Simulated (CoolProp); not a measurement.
The numbers come from the reference Helmholtz-energy equation of state, Span 2000 in CoolProp.

**Question.** For nitrogen, give the phase and the density (kg/m³), cp (kJ/(kg K)), cv (kJ/(kg K)), speed of sound (m/s) at -131.45 °C and 6.77 MPa; -14.25 °C and 6.77 MPa.

**Answer.** 
- -131.45 °C and 6.77 MPa: supercritical; density 372, cp 4.24, cv 0.957, speed of sound 263
- -14.25 °C and 6.77 MPa: supercritical; density 90.7, cp 1.20, cv 0.765, speed of sound 340
